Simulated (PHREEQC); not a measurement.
A column of 0.2 m (40 cells, dispersivity 0.007 m, 300 s a shift, diffusion coefficient 3e-10 m²/s) holds 0.18 eq of the database's cation exchanger X per kg of pore water, first in equilibrium with 0.00058 mol/kgw NaCl and 1e-05 mol/kgw HCl. It is flushed with 0.023 mol BaCl2, 0.0056 mol NH4Cl, 0.013 mol MgCl2 and 1e-05 mol HCl per kg of water, at 40 °C. Values are for the last cell. No CO2 enters from the air. No solid was allowed to form.

Base run: PHREEQC, ion-association model, phreeqc.dat. Each further column changes one thing. The table gives Na in solution (mol/kgw).

| pore volumes | base | exchange capacity from 0.18 to 0.09 eq/kgw | dispersivity from 0.007 to 0.014 m |
|---|---|---|---|
| 0 | 0.000580 | 0.000580 | 0.000580 |
| 0.6875 | 0.00799 | 0.00799 | 0.0156 |
| 1.363 | 0.0703 | 0.0703 | 0.0660 |
| 1.812 | 0.0770 | 0.0767 | 0.0751 |
| 2.487 | 0.0776 | 0.00346 | (withheld) |
| 3.163 | 0.0698 | 5.94e-5 | 0.0536 |
| 3.837 | 0.00131 | 1.14e-6 | (withheld) |
| 4.513 | 3.37e-5 | 2.26e-8 | 0.000593 |
| 5.188 | 1.02e-6 | (withheld) | 8.27e-5 |
| 5.638 | 1.05e-7 | 3.37e-11 | (withheld) |
| 6.312 | 3.57e-9 | 6.84e-13 | (withheld) |
| 6.987 | 1.26e-10 | (withheld) | 5.24e-7 |

Task: Fill in the missing entries.

Result: 
- 2.487, dispersivity from 0.007 to 0.014 m: 0.0773
- 3.837, dispersivity from 0.007 to 0.014 m: 0.00476
- 5.188, exchange capacity from 0.18 to 0.09 eq/kgw: 4.54e-10
- 5.638, dispersivity from 0.007 to 0.014 m: 2.29e-5
- 6.312, dispersivity from 0.007 to 0.014 m: 3.43e-6
- 6.987, exchange capacity from 0.18 to 0.09 eq/kgw: 1.39e-14

Away from 25 °C the constants follow the database's enthalpies or fits; those with neither stay at their 25 °C values.
